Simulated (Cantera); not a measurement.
Input (Python, Cantera) and output of one run.

```python
import numpy as np
import cantera as ct

gas_names = [...]  # 113 gases of nasa_gas.yaml made of C, H, O, Ti
cond_names = """
    C(gr) C6H6(L) C7H8(L) C8H18(L),n-octa H2O(s) H2O(L) Ti(a) Ti(b) Ti(L) TiC(s) TiC(L) TiO(a) TiO(b)
    TiO(L) TiO2(ru) TiO2(L) Ti2O3(a) Ti2O3(b) Ti2O3(L) Ti3O5(a) Ti3O5(b) Ti3O5(L) Ti4O7(s) Ti4O7(L)
""".split()


# ... load() reads the species with a 1 bar reference pressure and builds the phases ...
atoms = {
    'Ti': {'Ti': 1},
    'CO2': {'C': 1, 'O': 2},
    'CO': {'C': 1, 'O': 1},
    'H2O': {'H': 2, 'O': 1},
}
top_T = {'C(gr)': 4500}  # K; cautious upper limits of use, not melting points


# ... equilibrate(T, P, feed) seeds the gas with the atoms and calls Mixture.equilibrate('TP', solver="vcs", rtol=1e-11, max_steps=5000) ...
results = []
feed = {'Ti': 1, 'CO2': 0.23, 'CO': 76, 'H2O': 1.6}  # mol
P = 1000  # Pa
for T in [1098, 1173, 1248, 1323, 1398, 1473, 1548, 1623, 1698, 1773, 1848, 1923, 1998, 2073]:
    mix = equilibrate(T, P, feed)
    results.append((T, P, feed, dict(zip(mix.species_names, mix.species_moles))))
    x = sorted(zip(gas.X, gas.species_names), reverse=True)
    print(f"T = {T:g} K  P = {P:g} Pa  gas = {mix.phase_moles(0):.4g} mol")
    print("   x: " + "  ".join(f"{s} {v:.3e}" for v, s in x if v > 0.001))
    print("   condensed (mol): " + ("  ".join(f"{mix.phase(i).name} {mix.phase_moles(i):.4g}"
          for i in range(1, mix.n_phases) if mix.phase_moles(i) > 1e-12) or "none"))
```

Result:

```
T = 1098 K  P = 1000 Pa  gas = 77.59 mol
   x: CO 9.785e-01  H2 2.060e-02
   condensed (mol): C(gr) 0.2393  TiO2(ru) 1
T = 1173 K  P = 1000 Pa  gas = 77.83 mol
   x: CO 9.788e-01  H2 2.054e-02
   condensed (mol): TiO2(ru) 0.128  Ti4O7(s) 0.218
T = 1248 K  P = 1000 Pa  gas = 77.83 mol
   x: CO 9.784e-01  H2 2.052e-02
   condensed (mol): Ti4O7(s) 0.25
T = 1323 K  P = 1000 Pa  gas = 77.83 mol
   x: CO 9.785e-01  H2 2.052e-02
   condensed (mol): Ti4O7(s) 0.25
T = 1398 K  P = 1000 Pa  gas = 77.83 mol
   x: CO 9.785e-01  H2 2.051e-02
   condensed (mol): Ti4O7(s) 0.25
T = 1473 K  P = 1000 Pa  gas = 77.83 mol
   x: CO 9.781e-01  H2 2.048e-02  CO2 1.334e-03
   condensed (mol): Ti3O5(b) 0.1167  Ti4O7(s) 0.1625
T = 1548 K  P = 1000 Pa  gas = 77.83 mol
   x: CO 9.774e-01  H2 2.042e-02  CO2 1.983e-03
   condensed (mol): Ti3O5(b) 0.3333
T = 1623 K  P = 1000 Pa  gas = 77.83 mol
   x: CO 9.774e-01  H2 2.038e-02  CO2 1.971e-03
   condensed (mol): Ti3O5(b) 0.3333
T = 1698 K  P = 1000 Pa  gas = 77.84 mol
   x: CO 9.774e-01  H2 2.031e-02  CO2 1.959e-03
   condensed (mol): Ti3O5(b) 0.3333
T = 1773 K  P = 1000 Pa  gas = 77.85 mol
   x: CO 9.773e-01  H2 2.020e-02  CO2 1.948e-03
   condensed (mol): Ti3O5(b) 0.3333
T = 1848 K  P = 1000 Pa  gas = 77.86 mol
   x: CO 9.771e-01  H2 2.002e-02  CO2 1.938e-03
   condensed (mol): Ti3O5(b) 0.3333
T = 1923 K  P = 1000 Pa  gas = 77.88 mol
   x: CO 9.769e-01  H2 1.971e-02  CO2 1.930e-03  H 1.323e-03
   condensed (mol): Ti3O5(b) 0.3332
T = 1998 K  P = 1000 Pa  gas = 77.92 mol
   x: CO 9.764e-01  H2 1.925e-02  H 2.225e-03  CO2 1.925e-03
   condensed (mol): Ti3O5(b) 0.3329
T = 2073 K  P = 1000 Pa  gas = 77.97 mol
   x: CO 9.757e-01  H2 1.855e-02  H 3.582e-03  CO2 1.932e-03
   condensed (mol): Ti3O5(L) 0.3316
```

These are equilibrium values from Cantera (NASA tables, ideal gas, pure condensed phases), not measurements of a reactor. Mutual solubility and eutectic melting of coexisting phases are not modelled. Condensed phases not in the tables: Magnéli phases beyond Ti4O7.
